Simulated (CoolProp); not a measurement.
A simple Rankine cycle with propyne: condensing at 330.15 K, boiler at 4.13 MPa, turbine inlet 399.6 K, turbine efficiency 0.6, pump efficiency 0.8, no recuperator. Each further row changes one setting.

The numbers come from the reference Helmholtz-energy equation of state, Polt 1992 in CoolProp. This equation is an older, rougher fit; its heat capacities, sound speeds and derivatives of the liquid may be far off and weren't checked against measurements.

```csv
case,thermal efficiency (%),net work (kJ/kg),heat in (kJ/kg),turbine exit temperature (K),volume ratio over the turbine
as stated,6.6,31.3,472,343.0,3.34
turbine inlet 419.6 K,7.0,37.0,530,?,3.21
condensing temperature 322.15 K,7.6,37.4,493,?,4.06
boiler pressure 2.89 MPa,?,26.3,515,366.7,2.19
turbine efficiency 0.5,5.3,25.1,472,346.0,3.39
```

### Question
Complete the blanks.

### Answer

- turbine inlet 419.6 K, turbine exit temperature (K): 368.7
- condensing temperature 322.15 K, turbine exit temperature (K): 335.4
- boiler pressure 2.89 MPa, thermal efficiency (%): 5.1
